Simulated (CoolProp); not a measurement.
Vapour-liquid equilibrium of R134a (1) + n-butane (2) at 12.1 bar; x and y are mole fractions of (1).

Computed with CoolProp (multi-fluid Helmholtz-energy mixture model, Tillner-Roth 1994 and Bücker 2006; pair parameters Bell 2016).

| x | bubble temperature, mixture model (K) | bubble temperature, Raoult's law (K) | y, mixture model | y, Raoult's law |
|---|---|---|---|---|
| 0.05 | 349.6 | 357.9 | ___ | 0.120 |
| 0.15 | ___ | 351.5 | 0.456 | 0.315 |
| 0.25 | ___ | 345.9 | ___ | 0.465 |
| 0.35 | 323.5 | 341.1 | 0.625 | 0.585 |
| 0.45 | ___ | 336.9 | 0.665 | 0.683 |
| 0.55 | 319.7 | 333.1 | 0.699 | 0.763 |
| 0.65 | 318.6 | 329.6 | ___ | 0.831 |
| 0.75 | 317.9 | 326.5 | 0.779 | 0.888 |
| 0.85 | 317.8 | 323.7 | ___ | 0.938 |
| 0.95 | 318.7 | 321.0 | 0.933 | 0.981 |

Task: Complete the blanks.

Result: 
- 0.05, y, mixture model: 0.216
- 0.15, bubble temperature, mixture model (K): 334.8
- 0.25, bubble temperature, mixture model (K): 327.4
- 0.25, y, mixture model: 0.565
- 0.45, bubble temperature, mixture model (K): 321.3
- 0.65, y, mixture model: 0.735
- 0.85, y, mixture model: 0.840

The largest gap from Raoult's law is -18.5 K in bubble temperature, at x = 0.25. y crosses x between x = 0.75 and 0.85: the model has an azeotrope there.

Pair parameters are fitted to limited data, so mixtures are less certain than the pure fluids. With so large a gap from Raoult's law the liquid may split in two, which this calculation doesn't test in full.
